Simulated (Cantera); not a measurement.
**borazine + H₂ (boron, boron nitride and boron oxide)**

Charge: 1 mol borazine, 4.2 mol H₂.

These are equilibrium values from Cantera (NASA tables, ideal gas, pure condensed phases), not measurements of a reactor. Candidate condensed phases: B, BN; 15 gas species. The feed counts by its element totals alone. Mutual solubility and eutectic melting of coexisting phases are not modelled. Rates play no part.

Stable condensed phases:

```
T in K \ P in Pa
             10     37    140    520   1900   7200  27000 100000
   2325       A      A      A      A      A      B      B      B
   2225       A      A      A      A      B      B      B      B
   2125       A      A      A      B      B      B      B      B
   2025       A      A      B      B      B      B      B      C
   1925       A      B      B      B      B      B      C      C
   1825       B      B      B      B      B      C      C      C
   1725       B      B      B      B      C      C      C      C
   1625       B      B      B      C      C      C      C      C
   1525       B      B      C      C      C      C      C      C
   1425       C      C      C      C      C      C      C      C
```

A: B; B: B + BN; C: BN.
